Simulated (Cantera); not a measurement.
Cantera run:

```python
import numpy as np
import cantera as ct

gas_names = """
    B BH BH2 BH3 BN BO BO2 B2 B2O B2O2 B2O3 B3O3H3 H HBO HBO2 HNO HNO2 HNO3 HO2 H2 H2O H2O2 H3B3O6 N NH
    NH2 NH3 NH2OH NO NO2 NO3 N2 N2H2 N2H4 N2O O OH O2 O3
""".split()
cond_names = """
    B(b) B(L) BN(s) B2O3(L) B3O3H3(cr) H2O(s) H2O(L)
""".split()


# ... load() reads the species with a 1 bar reference pressure and builds the phases ...
atoms = {
    'borazine': {'B': 3, 'N': 3, 'H': 6},
    'O2': {'O': 2},
    'N2': {'N': 2},
}
top_T = {'BN(s)': 3200}  # K; cautious upper limits of use, not melting points


# ... equilibrate(T, P, feed) seeds the gas with the atoms and calls Mixture.equilibrate('TP', solver="vcs", rtol=1e-11, max_steps=5000) ...
results = []
feed = {'borazine': 1, 'O2': 8.8, 'N2': 0.31}  # mol
P = 133.322  # Pa
for T in [1225, 1375, 1525, 1675, 1825, 1975, 2125, 2275]:
    mix = equilibrate(T, P, feed)
    results.append((T, P, feed, dict(zip(mix.species_names, mix.species_moles))))

top = {s: max(r[3][s] / sum(r[3][g] for g in gas_names) for r in results) for s in gas_names}
cols = sorted((s for s in top if top[s] > 1e-06), key=lambda s: -top[s])[:8]
seen = [c for c in cond_names if any(r[3].get(c, 0) > 1e-12 for r in results)]
print("log10 of partial pressures in bar; condensed amounts in mol")
print(f"{'T/K':>10s}" + "".join(f"{s[:9]:>10s}" for s in cols + seen))
for T, P, feed, n in results:
    ng = sum(n[g] for g in gas_names)
    print(f"{T:10.4g}" + "".join(f"{np.log10(max(n[s] / ng * P / 1e5, 1e-99)):10.3f}" for s in cols)
          + "".join(f"{n.get(c, 0):10.4g}" for c in seen))
```

It prints:

```
log10 of partial pressures in bar; condensed amounts in mol
       T/K        O2       H2O      HBO2        N2         O       BO2        OH      B2O3   B2O3(L)
      1225    -3.170    -3.409    -4.633    -3.615    -8.961    -8.326    -7.207    -7.689     1.412
      1375    -3.188    -3.494    -3.890    -3.634    -7.790    -6.796    -6.496    -5.881    0.9873
      1525    -3.228    -3.708    -3.507    -3.674    -6.861    -5.714    -6.005    -4.710         0
      1675    -3.231    -3.696    -3.528    -3.676    -6.082    -5.246    -5.500    -4.607         0
      1825    -3.236    -3.686    -3.556    -3.679    -5.432    -4.865    -5.079    -4.537         0
      1975    -3.249    -3.685    -3.593    -3.686    -4.883    -4.554    -4.728    -4.500         0
      2125    -3.275    -3.704    -3.650    -3.699    -4.420    -4.305    -4.440    -4.496         0
      2275    -3.327    -3.767    -3.742    -3.725    -4.031    -4.116    -4.221    -4.531         0
```

Equilibrium computed with Cantera from the NASA thermochemical tables; the gas is ideal and each condensed phase is pure. The feed counts by its element totals alone. Gases not in the tables: H3BO3.
